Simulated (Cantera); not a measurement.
Mixture: 3.81 % CH₄, 4.19 % CO, 15.7 % O₂, 59.1 % N₂, 17.2 % H₂O, 0.111 % C₂H₆, at 6.02 atm, adiabatic and at constant pressure. Ignition delay is the time to a rise of 400 K.

Detailed kinetics in Cantera: GRI-Mech 3.0 (53 species, 325 reactions).

Question: Predict: delay at 1100 K; delay at 1250 K; delay at 1400 K; delay at 1550 K; delay at 1700 K; apparent activation energy between 1625 and 1775 K.

Answer: delay at 1100 K: 26.5 ms
delay at 1250 K: 2.86 ms
delay at 1400 K: 0.481 ms
delay at 1550 K: 0.108 ms
delay at 1700 K: 30.9 µs
apparent activation energy between 1625 and 1775 K: 180 kJ/mol
